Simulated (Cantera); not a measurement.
An adiabatic, constant-pressure homogeneous reactor starts with 7.97 % CH₄, 8.85 % O₂, 82.9 % N₂, 0.279 % C₂H₆, equivalence ratio 1.9, at 1475 K and 1.01 bar.

Detailed kinetics in Cantera: GRI-Mech 3.0 (53 species, 325 reactions).

### Question
Predict: time of steepest temperature rise; temperature at 0.700 s; equilibrium temperature; x(O₂) at 0.700 s; x(O) at 0.700 s; x(CO) at 0.700 s; x(NO) at 0.700 s.

### Answer
```
Property                                                             Value
---------------------------------  ---------------------------------------
time of steepest temperature rise                                  2.13 ms
temperature at 0.700 s                                              2113 K
equilibrium temperature                                             2113 K
x(O₂) at 0.700 s                   3.30e-7 (gas-phase equilibrium 3.30e-7)
x(O) at 0.700 s                    8.72e-7 (gas-phase equilibrium 8.72e-7)
x(CO) at 0.700 s                     0.0669 (gas-phase equilibrium 0.0669)
x(NO) at 0.700 s                   1.50e-5 (gas-phase equilibrium 1.27e-5)
```
